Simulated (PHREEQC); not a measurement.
0.074 g of hydrous ferric oxide (600 m²/g; 0.2 weak and 0.005 strong sites per Fe, Dzombak-Morel constants, diffuse double layer) in 1 kg of water with 0.1 mol/kgw of an inert sodium salt, at 25 °C; the pH is set by adding NaOH or the inert anion's acid. Oxygen is held at 0.21 atm. No CO2 enters from the air. No solid was allowed to form.

All values are PHREEQC results (ion-association model, wateq4f.dat), not measurements.

Problem. Predict surface charge σ (C/m²), surface potential ψ (mV) at pH = 3, 3.38, 3.75, 5.25.

Solution. 
```tsv
pH	surface charge σ (C/m²)	surface potential ψ (mV)
3	0.363	153
3.38	0.354	152
3.75	0.338	149
5.25	0.186	119
```

Complexes and solids missing from the database can't appear. The oxide is taken as insoluble; below pH 4 it would dissolve.
